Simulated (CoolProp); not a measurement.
The numbers come from the reference Helmholtz-energy equation of state, Thol 2018 in CoolProp.

Problem. Give the vapour pressure (MPa), liquid density (kg/m³), vapour density (kg/m³), enthalpy of vaporisation (kJ/kg) of saturated hydrogen chloride at -56.45, -52.55, -48.65 °C.

Solution. 
| T (°C) | p (MPa) | liquid density (kg/m³) | vapour density (kg/m³) | enthalpy of vaporisation (kJ/kg) |
|---|---|---|---|---|
| -56.45 | 0.406 | 1110 | 8.88 | 410 |
| -52.55 | 0.476 | 1100 | 10.3 | 405 |
| -48.65 | 0.555 | 1090 | 11.9 | 399 |
